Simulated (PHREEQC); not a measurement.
0.025 g of hydrous ferric oxide (600 m²/g; 0.2 weak and 0.005 strong sites per Fe, Dzombak-Morel constants, diffuse double layer) in 1 kg of water with 0.005 mol/kgw of an inert sodium salt and 6.1e-05 mol NiCl2, at 25 °C; the pH is set by adding NaOH or the inert anion's acid. Oxygen alone is held at its pressure in air (log pO2 = -0.68). The system is closed to CO2. No solid was allowed to form.

Base run: PHREEQC, ion-association model, wateq4f.dat. Each further column changes one thing. The table gives surface charge σ (C/m²).

```csv
pH,base,background salt from 0.005 to 0.0005 mol/kgw,oxide from 0.025 to 0.12 g/kgw,0.00013 mol/kgw Na2HAsO4 added
3,0.303,0.244,0.304,0.011
4,0.184,0.105,0.184,0.005
5.5,0.060,0.027,0.061,-0.003
6.5,0.024,0.010,0.024,-0.008
7.5,0.012,0.005,0.010,-0.008
8.5,0.011,0.004,0.001,-0.007
10,0.004,0.002,-0.018,-0.011
11,-0.008,-0.004,-0.052,-0.024
```

In at least one series the solution becomes supersaturated in solids that the run did not let form, among them Ni(OH)2. The oxide is taken as insoluble; below pH 4 it would dissolve. The database has no arsenate complexes of Ni.
